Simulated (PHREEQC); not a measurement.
## Silver or lead bath: an equilibrium model

A solution holds 2.25 mmol/kgw PbCl2, 0.065 mmol/kgw KBr and 0.75 mmol/kgw Cu(NO3)2, at 20 °C. Closed to the air; pH follows from the charge balance.

Model: ion-association model, wateq4f.dat, run in PHREEQC.

Precipitation was switched off in this run.

**Question.** Estimate the pH.

**Answer.** pH 5.20.

**Question.** In which forms is Cl present?

**Answer.** Cl- 95 %, PbCl+ 4.6 % of the Cl.
